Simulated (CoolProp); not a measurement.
Saturation properties of cyclopropane (Tc = 398.7 K, pc = 5605 kPa, ω = 0.131).

Computed with CoolProp (reference Helmholtz-energy equation of state, Polt 1992). This equation is an older, rougher fit; its heat capacities, sound speeds and derivatives of the liquid may be far off and weren't checked against measurements.

```csv
T (K),p (kPa),liquid density (kg/m³),enthalpy of vaporisation (kJ/kg),vapour Z,surface tension (mN/m)
281.5,449.0,644.1,428.3,0.9047,13.6
291.5,602.9,629.3,412.7,0.8842,12.1
301.6,794.4,613.7,397.2,0.8612,10.6
311.6,1025,597.5,381.4,0.8359,9.19
321.7,1303,580.2,364.3,0.8075,7.81
331.8,1634,561.8,345.5,0.7760,6.48
341.8,2018,542.1,324.9,0.7413,5.23
351.9,2468,520.3,301.2,0.7019,4.04
361.9,2983,496.1,274.1,0.6575,2.94
```

Surface tension comes from a separate correlation (Mulero 2014).
